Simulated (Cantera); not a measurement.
What does this Cantera script print?

```python
import numpy as np
import cantera as ct

gas_names = [...]  # 113 gases of nasa_gas.yaml made of C, H, O, Ti
cond_names = """
    C(gr) C6H6(L) C7H8(L) C8H18(L),n-octa H2O(s) H2O(L) Ti(a) Ti(b) Ti(L) TiC(s) TiC(L) TiO(a) TiO(b)
    TiO(L) TiO2(ru) TiO2(L) Ti2O3(a) Ti2O3(b) Ti2O3(L) Ti3O5(a) Ti3O5(b) Ti3O5(L) Ti4O7(s) Ti4O7(L)
""".split()


# ... load() reads the species with a 1 bar reference pressure and builds the phases ...
atoms = {
    'Ti(OiPr)4': {'Ti': 1, 'C': 12, 'H': 28, 'O': 4},
    'H2': {'H': 2},
}
top_T = {'C(gr)': 4500}  # K; cautious upper limits of use, not melting points


# ... equilibrate(T, P, feed) seeds the gas with the atoms and calls Mixture.equilibrate('TP', solver="vcs", rtol=1e-11, max_steps=5000) ...
results = []
feed = {'Ti(OiPr)4': 1, 'H2': 1.3}  # mol
P = 370  # Pa
for T in [1000, 1100, 1200, 1300, 1400, 1500, 1600, 1700, 1800, 1900, 2000, 2100, 2200]:
    mix = equilibrate(T, P, feed)
    results.append((T, P, feed, dict(zip(mix.species_names, mix.species_moles))))
    x = sorted(zip(gas.X, gas.species_names), reverse=True)
    print(f"T = {T:g} K  P = {P:g} Pa  gas = {mix.phase_moles(0):.4g} mol")
    print("   x: " + "  ".join(f"{s} {v:.3e}" for v, s in x if v > 1e-06))
    print("   condensed (mol): " + ("  ".join(f"{mix.phase(i).name} {mix.phase_moles(i):.4g}"
          for i in range(1, mix.n_phases) if mix.phase_moles(i) > 1e-12) or "none"))
```

Result:

```
T = 1000 K  P = 370 Pa  gas = 17.29 mol
   x: H2 8.841e-01  CO 1.155e-01  CH4 2.761e-04  H2O 1.493e-04  CO2 2.798e-05
   condensed (mol): C(gr) 9.998  TiO2(ru) 1
T = 1100 K  P = 370 Pa  gas = 17.55 mol
   x: H2 8.717e-01  CO 1.282e-01  CH4 1.009e-04  H2O 3.698e-05  CO2 5.365e-06
   condensed (mol): C(gr) 9.749  Ti4O7(s) 0.25
T = 1200 K  P = 370 Pa  gas = 19.3 mol
   x: H2 7.927e-01  CO 2.072e-01  CH4 3.673e-05  H2O 1.577e-05  CO2 3.003e-06  H 2.888e-06
   condensed (mol): C(gr) 7  TiC(s) 1
T = 1300 K  P = 370 Pa  gas = 19.3 mol
   x: H2 7.927e-01  CO 2.073e-01  CH4 1.828e-05  H 1.619e-05  H2O 5.542e-06
   condensed (mol): C(gr) 7  TiC(s) 1
T = 1400 K  P = 370 Pa  gas = 19.3 mol
   x: H2 7.927e-01  CO 2.072e-01  H 7.119e-05  CH4 1.004e-05  H2O 2.264e-06  C2H2,acetylene 1.997e-06
   condensed (mol): C(gr) 7  TiC(s) 1
T = 1500 K  P = 370 Pa  gas = 19.3 mol
   x: H2 7.925e-01  CO 2.072e-01  H 2.576e-04  C2H2,acetylene 7.152e-06  CH4 5.972e-06  H2O 1.044e-06
   condensed (mol): C(gr) 7  TiC(s) 1
T = 1600 K  P = 370 Pa  gas = 19.31 mol
   x: H2 7.920e-01  CO 2.072e-01  H 7.954e-04  C2H2,acetylene 2.178e-05  CH4 3.789e-06
   condensed (mol): C(gr) 6.999  TiC(s) 1
T = 1700 K  P = 370 Pa  gas = 19.32 mol
   x: H2 7.908e-01  CO 2.070e-01  H 2.154e-03  C2H2,acetylene 5.804e-05  CH4 2.534e-06
   condensed (mol): C(gr) 6.998  TiC(s) 1
T = 1800 K  P = 370 Pa  gas = 19.35 mol
   x: H2 7.879e-01  CO 2.067e-01  H 5.225e-03  C2H2,acetylene 1.382e-04  CH4 1.767e-06
   condensed (mol): C(gr) 6.995  TiC(s) 1
T = 1900 K  P = 370 Pa  gas = 19.41 mol
   x: H2 7.821e-01  CO 2.061e-01  H 1.154e-02  C2H2,acetylene 2.986e-04  CH4 1.272e-06
   condensed (mol): C(gr) 6.988  TiC(s) 1
T = 2000 K  P = 370 Pa  gas = 19.53 mol
   x: H2 7.711e-01  CO 2.048e-01  H 2.348e-02  C2H2,acetylene 5.924e-04
   condensed (mol): C(gr) 6.977  TiC(s) 1
T = 2100 K  P = 370 Pa  gas = 19.74 mol
   x: H2 7.518e-01  CO 2.027e-01  H 4.441e-02  C2H2,acetylene 1.086e-03  C2H 1.659e-06  Ti 1.300e-06
   condensed (mol): C(gr) 6.957  TiC(s) 1
T = 2200 K  P = 370 Pa  gas = 20.09 mol
   x: H2 7.204e-01  CO 1.991e-01  H 7.859e-02  C2H2,acetylene 1.846e-03  C2H 6.976e-06  Ti 6.921e-06  C4H2 1.927e-06  CH3 1.055e-06
   condensed (mol): C(gr) 6.925  TiC(s) 0.9999
```

These are equilibrium values from Cantera (NASA tables, ideal gas, pure condensed phases), not measurements of a reactor. The feed counts by its element totals alone. TiC: taken at fixed stoichiometry. Condensed phases not in the tables: Magnéli phases beyond Ti4O7.
